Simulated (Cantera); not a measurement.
Charge: 1 mol SiHCl₃, 190 mol H₂, at 2348 K and 460 Pa.

Cantera equilibrium calculation (NASA polynomials, part measured and part estimated; ideal gas, pure solids and liquids). Candidate condensed phases: Si; 19 gas species. The tables' values for SiCl are old estimates; treat these amounts as uncertain. The numbers say what is thermodynamically allowed, not how fast it happens.

Base state: H₂ 0.817, H 0.165, HCl 0.0124, Si 0.00461, Cl 0.00179, SiH 9.54e-5, SiCl 3.05e-5 (mole fractions); condensed: gas only.

Q: What changes in the equilibrium state with this change: SiHCl₃ replaced by (CH₃)₂SiCl₂?

A: 
```
species            before     after
----------------  -------  --------
H₂                  0.817     0.817
H                   0.165     0.165
HCl                0.0124   0.00820
C₂H₂ (acetylene)        0   0.00403
Si                0.00461   0.00396
SiC₂                    0  0.000580
C₂H                     0   4.13e-5
Si₂C                    0   2.78e-5
SiCl              3.05e-5   1.73e-5
```
The feed counts by its element totals alone. Further candidate phases: C, C₆H₆, C₇H₈, C₈H₁₈, SiC.

Q: What changes in the equilibrium state with this change: temperature from 2348 K to 1000 K?

A: 
```tsv
species	before	after
H₂	0.817	0.987
HCl	0.0124	0.0121
SiCl₄	<1e-9	0.000479
H	0.165	3.32e-8
Si	0.00461	<1e-9
Cl	0.00179	<1e-9
SiHCl₃	<1e-9	0.000275
SiH	9.54e-5	<1e-9
Si(s), mol	0	0.790
```
The tables' values for SiCl₃ are old estimates; treat these amounts as uncertain.
